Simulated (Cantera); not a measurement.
Input: 1 mol Fe2O3, 1200 mol H2, at 0.00480 bar.

Equilibrium computed with Cantera from the NASA thermochemical tables; the gas is ideal and each condensed phase is pure. Candidate condensed phases: Fe, FeO, Fe(OH)2, Fe(OH)3, Fe2O3, Fe3O4, H2O; 12 gas species. Equilibrium is a limit: real reactors are often held back by kinetics, nucleation or transport.

x: gas mole fraction; n: condensed amount in mol.

```json
[
 {"T (°C)": "1050", "x H2": "0.997", "x H": "2.29e-5", "x H2O": "0.00250", "x Fe": "4.33e-7", "x OH": "8.29e-10", "x O": "<1e-12", "x FeO": "1.82e-12", "n Fe(γ)": "2.00"},
 {"T (°C)": "1200", "x H2": "0.997", "x H": "0.000182", "x H2O": "0.00250", "x Fe": "1.74e-5", "x OH": "1.19e-8", "x O": "1.91e-12", "x FeO": "1.55e-10", "n Fe(γ)": "1.98"},
 {"T (°C)": "1350", "x H2": "0.996", "x H": "0.000996", "x H2O": "0.00250", "x Fe": "0.000348", "x OH": "1.05e-7", "x O": "8.61e-11", "x FeO": "5.68e-9", "n Fe(γ)": "1.58"},
 {"T (°C)": "1500", "x H2": "0.992", "x H": "[?]", "x H2O": "0.00249", "x Fe": "0.00166", "x OH": "[?]", "x O": "[?]", "x FeO": "[?]", "n Fe(γ)": "0"},
 {"T (°C)": "1650", "x H2": "0.982", "x H": "[?]", "x H2O": "0.00248", "x Fe": "0.00165", "x OH": "[?]", "x O": "[?]", "x FeO": "[?]", "n Fe(γ)": "0"},
 {"T (°C)": "1800", "x H2": "0.959", "x H": "0.0372", "x H2O": "0.00244", "x Fe": "0.00163", "x OH": "1.08e-5", "x O": "2.99e-7", "x FeO": "9.81e-8", "n Fe(γ)": "0"},
 {"T (°C)": "1950", "x H2": "0.908", "x H": "0.0881", "x H2O": "0.00235", "x Fe": "0.00159", "x OH": "3.29e-5", "x O": "2.22e-6", "x FeO": "1.33e-7", "n Fe(γ)": "0"}
]
```

Question: Some entries are withheld; supply them.

Answer: 
- 1500, x H: 0.00409
- 1500, x OH: 6.36e-7
- 1500, x O: 2.05e-9
- 1500, x FeO: 4.49e-8
- 1650, x H: 0.0135
- 1650, x OH: 2.92e-6
- 1650, x O: 2.99e-8
- 1650, x FeO: 6.85e-8
